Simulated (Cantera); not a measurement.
Input (Python, Cantera) and output of one run.

```python
import numpy as np
import cantera as ct

gas_names = [...]  # 151 gases of nasa_gas.yaml made of C, H, N, O, Si
cond_names = """
    C(gr) C6H6(L) C7H8(L) C8H18(L),n-octa H2O(s) H2O(L) Si(cr) Si(L) SiC(b) SiO2(Lqz) SiO2(hqz) SiO2(L)
    Si2N2O(s) Si3N4(a)
""".split()


# ... load() reads the species with a 1 bar reference pressure and builds the phases ...
atoms = {
    'HMDSO': {'Si': 2, 'C': 6, 'H': 18, 'O': 1},
    'O2': {'O': 2},
    'N2': {'N': 2},
    'H2O': {'H': 2, 'O': 1},
}
top_T = {'C(gr)': 4500, 'SiC(b)': 3050, 'Si2N2O(s)': 2100, 'Si3N4(a)': 2400}  # K; cautious upper limits of use, not melting points


# ... equilibrate(T, P, feed) seeds the gas with the atoms and calls Mixture.equilibrate('TP', solver="vcs", rtol=1e-11, max_steps=5000) ...
results = []
T = 1673  # K
P = 13000  # Pa
for m in [0.22, 0.31, 0.42, 0.57, 0.78, 1.1, 1.5, 2, 2.7, 3.8, 5.1]:
    feed = {'HMDSO': 1, 'O2': m, 'N2': 4.1, 'H2O': 0.14}  # mol
    mix = equilibrate(T, P, feed)
    results.append((T, P, feed, dict(zip(mix.species_names, mix.species_moles))))

top = {s: max(r[3][s] / sum(r[3][g] for g in gas_names) for r in results) for s in gas_names}
cols = sorted((s for s in top if top[s] > 0.0001), key=lambda s: -top[s])[:8]
seen = [c for c in cond_names if any(r[3].get(c, 0) > 1e-12 for r in results)]
print("log10 of partial pressures in bar; condensed amounts in mol")
print(f"{'n(O2)':>10s}" + "".join(f"{s[:9]:>10s}" for s in cols + seen))
for T, P, feed, n in results:
    ng = sum(n[g] for g in gas_names)
    print(f"{feed['O2']:10.4g}" + "".join(f"{np.log10(max(n[s] / ng * P / 1e5, 1e-99)):10.3f}" for s in cols)
          + "".join(f"{n.get(c, 0):10.4g}" for c in seen))
```

Result:

```
log10 of partial pressures in bar; condensed amounts in mol
     n(O2)        H2        CO        N2       H2O       CO2       SiO       HCN         H     C(gr)    SiC(b) SiO2(hqz) Si2N2O(s)
      0.22    -1.097    -1.860    -1.445    -6.207    -7.489    -4.286    -3.772    -4.492      2.41     1.994         0         0
      0.31    -1.102    -1.818    -1.450    -6.170    -7.406    -4.245    -3.778    -4.494     2.231     1.993         0         0
      0.42    -1.108    -1.773    -1.457    -6.132    -7.316    -4.200    -3.784    -4.498     2.013     1.993         0         0
      0.57    -1.117    -1.721    -1.465    -6.087    -7.211    -4.147    -3.792    -4.502     1.715     1.991         0         0
      0.78    -1.128    -1.659    -1.477    -6.037    -7.087    -4.085    -3.804    -4.508     1.299      1.99         0         0
       1.1    -1.125    -1.616    -1.516    -5.991    -7.001    -4.042    -3.822    -4.506     1.802     1.228         0    0.3802
       1.5    -1.123    -1.563    -1.568    -5.936    -6.896    -3.990    -3.847    -4.505     2.316    0.3535         0     0.817
         2    -1.140    -1.485    -1.610    -5.875    -6.739    -3.930    -3.876    -4.514     1.849         0         0    0.9926
       2.7    -1.176    -1.394    -1.645    -5.820    -6.557    -3.867    -3.912    -4.532    0.4505         0         0    0.9907
       3.8    -1.202    -1.385    -1.594    -4.705    -5.407    -3.322    -5.031    -4.545         0         0     1.136    0.3975
       5.1    -1.265    -1.410    -1.558    -2.128    -2.792    -5.961    -7.709    -4.576         0         0         2         0
```

Cantera equilibrium calculation (NASA polynomials, part measured and part estimated; ideal gas, pure solids and liquids). The feed counts by its element totals alone. Mutual solubility and eutectic melting of coexisting phases are not modelled. The tables hold silica as quartz up to 1696 K and as liquid above; real silica turns to tridymite and cristobalite and melts near 1996 K.
